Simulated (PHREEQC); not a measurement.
Consider water at 25 °C with 0.2 mol NaOH, 0.0014 mol CO2 and 0.00037 mol (CH3)4NCl per kg of water. Closed to the air; pH follows from the charge balance.

Computed with PHREEQC (ion-association model, wateq4f.dat).

Q: The ionic strength comes out as 0.200 mol/kgw. What activity coefficients do NaCO3-, Na+, Cl-, CO3-2, OH- get?

A: NaCO3- 0.75, Na+ 0.74, Cl- 0.71, CO3-2 0.31, OH- 0.71.

No solid was allowed to form. (CH3)4N+ isn't in the database: it is added as a free cation with an ion size of 4 Å.
